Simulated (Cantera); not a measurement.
# Equilibrium for boron, boron nitride and boron oxide: B₂H₆ + O₂ + N₂

A closed system holds: 1 mol B₂H₆, 0.058 mol O₂, 4.5 mol N₂, held at 0.650 bar.

Equilibrium computed with Cantera from the NASA thermochemical tables; the gas is ideal and each condensed phase is pure. Candidate condensed phases: B, BN, B₂O₃, B₃O₃H₃, H₂O; 39 gas species. The feed counts by its element totals alone. N₂ is the only nitrogen source here; it is nearly inert below about 1500 K, so the nitride shown seldom forms there in practice. Mutual solubility and eutectic melting of coexisting phases are not modelled. The tables' values for BH₂ are old estimates; treat these amounts as uncertain. Gases not in the tables: H₃BO₃. Rates play no part.

| T (°C) | x N₂ | x H₂ | x HBO | x H | x HBO₂ | x BO | x H₂O | n BN(s) | n B₂O₃(l) |
|---|---|---|---|---|---|---|---|---|---|
| 677 | 0.541 | 0.456 | 2.09e-10 | 4.66e-10 | 6.06e-7 | <1e-12 | 0.00317 | 1.94 | 0.0317 |
| 877 | 0.541 | 0.456 | 1.31e-7 | 6.25e-8 | 2.65e-5 | <1e-12 | 0.00294 | 1.94 | 0.0321 |
| 1077 | 0.541 | 0.456 | 1.16e-5 | 2.00e-6 | 0.000352 | 1.68e-9 | 0.00268 | 1.94 | 0.0313 |
| 1277 | 0.540 | 0.455 | 0.000313 | 2.63e-5 | 0.00228 | 4.40e-7 | 0.00245 | 1.94 | 0.0221 |
| 1477 | 0.538 | 0.451 | 0.00283 | 0.000194 | 0.00499 | 2.29e-5 | 0.00164 | 1.93 | 0 |
| 1677 | 0.538 | 0.449 | 0.00825 | 0.000952 | 0.00241 | 0.000267 | 0.000608 | 1.91 | 0 |
| 1877 | 0.537 | 0.444 | 0.0127 | 0.00349 | 0.000556 | 0.00126 | 0.000176 | 1.89 | 0 |
| 2077 | 0.534 | 0.439 | 0.0127 | 0.0102 | 8.14e-5 | 0.00319 | 4.40e-5 | 1.88 | 0 |
x: gas mole fraction; n: condensed amount in mol.

From 677 °C to 1277 °C the condensed part is BN(s) + B₂O₃(l). From 1477 °C to 2077 °C the condensed part is BN(s).
